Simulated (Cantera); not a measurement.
NO annealing gas

A perfectly stirred reactor is fed with 89.3 % NO, 10.7 % N2, at 0.0132 atm; it is held at 1675 K, and followed from long to short residence time.

Cantera simulation using GRI-Mech 3.0 (53 species, 325 reactions); the numbers are that mechanism's predictions, not measurements. Radical loss at walls, strong at low pressure, is not modelled.

```json
[
 {"τ (s)": "30", "x NO": "0.845", "x N2O": "0.000219", "x O": "6.46e-5", "x O2": "0.0236", "x NO2": "9.78e-5", "x N2": "0.131"},
 {"τ (s)": "7.7", "x NO": "0.880", "x N2O": "0.000240", "x O": "4.87e-5", "x O2": "0.00614", "x NO2": "5.84e-5", "x N2": "0.113"},
 {"τ (s)": "2.0", "x NO": "0.890", "x N2O": "0.000221", "x O": "4.17e-5", "x O2": "0.00149", "x NO2": "4.28e-5", "x N2": "0.109"},
 {"τ (s)": "0.51", "x NO": "0.892", "x N2O": "0.000156", "x O": "3.57e-5", "x O2": "0.000305", "x NO2": "3.47e-5", "x N2": "0.107"},
 {"τ (s)": "0.13", "x NO": "0.893", "x N2O": "7.10e-5", "x O": "2.71e-5", "x O2": "4.41e-5", "x NO2": "2.37e-5", "x N2": "0.107"},
 {"τ (s)": "0.034", "x NO": "0.893", "x N2O": "2.30e-5", "x O": "1.52e-5", "x O2": "3.21e-6", "x NO2": "8.29e-6", "x N2": "0.107"},
 {"τ (s)": "0.0088", "x NO": "0.893", "x N2O": "6.35e-6", "x O": "5.51e-6", "x O2": "1.57e-7", "x NO2": "1.08e-6", "x N2": "0.107"},
 {"τ (s)": "0.0023", "x NO": "0.893", "x N2O": "1.69e-6", "x O": "1.62e-6", "x O2": "1.05e-8", "x NO2": "8.96e-8", "x N2": "0.107"},
 {"τ (s)": "0.00059", "x NO": "0.893", "x N2O": "4.35e-7", "x O": "4.30e-7", "x O2": "7.04e-10", "x NO2": "6.22e-9", "x N2": "0.107"}
]
```
x: mole fraction; the columns are a selection and need not sum to one.
